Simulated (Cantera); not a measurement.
A closed system holds: 1 mol Cu, 0.016 mol CO2, 30 mol CO, at 1077 °C and 1.80 bar.

Equilibrium computed with Cantera from the NASA thermochemical tables; the gas is ideal and each condensed phase is pure. Candidate condensed phases: C, Cu, CuO, Cu2O; 15 gas species. The numbers say what is thermodynamically allowed, not how fast it happens.

Base state: CO 0.995, CO2 0.00519 (mole fractions); condensed: C(graphite) + Cu(s).

Q: What changes in the equilibrium state with this change: 0.24 mol CH4 added?

A: 
```json
[
 {"species": "CO", "before": "0.995", "after": "0.979"},
 {"species": "H2", "before": "0", "after": "0.0156"},
 {"species": "CO2", "before": "0.00519", "after": "0.00503"},
 {"species": "H2O", "before": "0", "after": "0.000158"},
 {"species": "C(graphite), mol", "before": "0.139", "after": "0.381"},
 {"species": "Cu(s), mol", "before": "1.000", "after": "1.000"}
]
```
Further candidate phases: C6H6, C7H8, C8H18, Cu(OH)2, H2O.
